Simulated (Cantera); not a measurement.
# Transport properties of process gases

Gas mixture: 34.5 % O2, 65.5 % N2O, at 79000 Pa, frozen composition.

Cantera's kinetic-theory transport with the Lennard-Jones parameters of GRI-Mech 3.0, ideal gas; thermal conductivity in the mixture-averaged form. The composition is frozen, though it would react at the higher temperatures.

```csv
T (K),ρ (kg/m³),cp (J/kg/K),μ (µPa s),λ (mW/m/K),Pr,D (cm²/s) CH3,D (cm²/s) H2O,D (cm²/s) CO2
400,0.947,962.3,21.1,28.1,0.724,0.407,0.413,0.272
500,0.758,1023,25.4,35.8,0.726,0.607,0.636,0.410
600,0.631,1074,29.2,43.2,0.727,0.835,0.897,0.568
700,0.541,1117,32.8,50.3,0.729,1.09,1.19,0.747
800,0.473,1154,36.1,57.1,0.731,1.37,1.52,0.943
900,0.421,1184,39.3,63.6,0.732,1.68,1.88,1.16
1000,0.379,1209,42.3,69.9,0.732,2.01,2.27,1.39
1100,0.344,1228,45.2,75.9,0.731,2.36,2.69,1.63
1200,0.316,1244,47.9,81.7,0.730,2.73,3.13,1.89
```
D: mixture-averaged diffusion coefficient of that species in the mixture.
